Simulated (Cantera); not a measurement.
## Transport properties of process gases

Gas mixture: H₂ : C₂H₄ : H₂O = 0.58 : 0.11 : 0.2 (molar parts), at 0.398 Torr, frozen composition.

Cantera's kinetic-theory transport with the Lennard-Jones parameters of GRI-Mech 3.0, ideal gas; thermal conductivity in the mixture-averaged form. Polar gases are described roughly by these parameters. The composition is frozen, though it would react at the higher temperatures.

```
T (K)  ρ (kg/m³)  cp (J/kg/K)  μ (µPa s)  λ (mW/m/K)     Pr  D (cm²/s) H  D (cm²/s) N₂  D (cm²/s) C₂H₂
-----  ---------  -----------  ---------  ----------  -----  -----------  ------------  --------------
400     0.000141         3770       14.0         121  0.437         5260          1250             978
550     0.000102         4005       18.5         159  0.466         9250          2190            1750
700      8.04e-5         4214       22.8         197  0.487        14000          3340            2690
850      6.62e-5         4410       26.8         235  0.501        19600          4660            3790
1000     5.63e-5         4594       30.5         274  0.512        25800          6140            5020
1150     4.89e-5         4773       34.1         312  0.521        32700          7780            6370
1300     4.33e-5         4934       37.5         351  0.528        40200          9560            7860
1450     3.88e-5         5081       40.8         389  0.534        48200         11500            9450
```
D: mixture-averaged diffusion coefficient of that species in the mixture.
